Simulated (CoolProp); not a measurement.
Saturation properties of carbon monoxide (Tc = 132.9 K, pc = 3.498 MPa, ω = 0.050).

Computed with CoolProp (reference Helmholtz-energy equation of state, Lemmon 2006). It is a short technical equation, of lower accuracy than the large ones.

| T (K) | p (MPa) | liquid density (kg/m³) | enthalpy of vaporisation (kJ/kg) | liquid cp (kJ/(kg K)) | vapour Z |
|---|---|---|---|---|---|
| 81.5 | 0.09974 | 793.8 | 214.9 | 2.145 | 0.9592 |
| 83.9 | 0.1301 | 783.2 | 211.5 | 2.153 | 0.9507 |
| 86.2 | 0.1653 | 772.9 | 208.1 | 2.164 | 0.9416 |
| 88.6 | 0.2092 | 761.9 | 204.4 | 2.178 | 0.9310 |
| 91 | 0.2613 | 750.6 | 200.6 | 2.196 | 0.9193 |
| 93.3 | 0.3197 | 739.5 | 196.7 | 2.217 | 0.9070 |
| 95.7 | 0.3903 | 727.6 | 192.5 | 2.244 | 0.8930 |
| 98 | 0.4681 | 715.9 | 188.2 | 2.275 | 0.8785 |
| 100.4 | 0.5607 | 703.3 | 183.4 | 2.313 | 0.8621 |
| 102.7 | 0.6612 | 690.7 | 178.6 | 2.356 | 0.8451 |
| 105.1 | 0.7794 | 677.1 | 173.2 | 2.410 | 0.8261 |
| 107.5 | 0.9120 | 662.9 | 167.5 | 2.475 | 0.8056 |
| 109.8 | 1.054 | 648.7 | 161.6 | 2.551 | 0.7844 |
| 112.2 | 1.217 | 633.1 | 155.0 | 2.648 | 0.7607 |

It boils at 81.6 K under 1 atm.
